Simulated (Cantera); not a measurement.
What does this Cantera script print?

```python
import numpy as np
import cantera as ct

gas_names = """
    B BH BH2 BH3 BN B2 H H2 N NH NH2 NH3 N2 N2H2 N2H4
""".split()
cond_names = """
    B(b) B(L) BN(s)
""".split()


def load(file, names, dense=False):
    # The tables refer to 1 bar. Condensed volumes are neglected.
    table = {s.name: s for s in ct.Species.list_from_file(file)}
    out = []
    for n in names:
        d = dict(table[n].input_data)
        d["thermo"] = dict(d["thermo"], **{"reference-pressure": 1e5})
        if dense:
            d["equation-of-state"] = {"model": "constant-volume", "density": "1e6 g/cm^3"}
        out.append(ct.Species.from_dict(d))
    return out


gas = ct.Solution(thermo="ideal-gas", species=load("nasa_gas.yaml", gas_names))
cond = {s.name: ct.Solution(thermo="fixed-stoichiometry", species=[s], name=s.name)
        for s in load("nasa_condensed.yaml", cond_names, dense=True)}
atoms = {
    'B2H6': {'B': 2, 'H': 6},
    'NH3': {'N': 1, 'H': 3},
}
top_T = {'BN(s)': 3200}  # K; cautious upper limits of use, not melting points


def equilibrate(T, P, feed):
    n = {}
    for name, mol in feed.items():
        for a, k in atoms[name].items():
            n[a] = n.get(a, 0.0) + k * mol
    gas.TPX = T, P, n
    mass = sum(n.values()) * gas.mean_molecular_weight
    gas.equilibrate("TP")
    valid = [c for c in cond.values() if c.min_temp <= T <= top_T.get(c.name, c.max_temp)]
    mix = ct.Mixture([(gas, mass / gas.mean_molecular_weight)] + [(c, 0.0) for c in valid])
    mix.T, mix.P = T, P
    mix.equilibrate("TP", solver="vcs", rtol=1e-11, max_steps=5000)
    return mix


results = []
feed = {'B2H6': 1, 'NH3': 1}  # mol
T = 1975  # K
P = 47000  # Pa
mix = equilibrate(T, P, feed)
results.append((T, P, feed, dict(zip(mix.species_names, mix.species_moles))))
x = sorted(zip(gas.X, gas.species_names), reverse=True)
print(f"T = {T:g} K  P = {P:g} Pa  gas = {mix.phase_moles(0):.4g} mol")
print("   x: " + "  ".join(f"{s} {v:.3e}" for v, s in x if v > 0.001))
print("   condensed (mol): " + ("  ".join(f"{mix.phase(i).name} {mix.phase_moles(i):.4g}"
      for i in range(1, mix.n_phases) if mix.phase_moles(i) > 1e-12) or "none"))
```

It prints:

```
T = 1975 K  P = 47000 Pa  gas = 4.505 mol
   x: H2 9.974e-01  H 1.993e-03
   condensed (mol): B(b) 0.9996  BN(s) 0.9985
```

Cantera equilibrium calculation (NASA polynomials, part measured and part estimated; ideal gas, pure solids and liquids). The feed counts by its element totals alone. Mutual solubility and eutectic melting of coexisting phases are not modelled. The tables' values for BH2 are old estimates; treat these amounts as uncertain. Gases not in the tables: B2H6 and higher boranes.
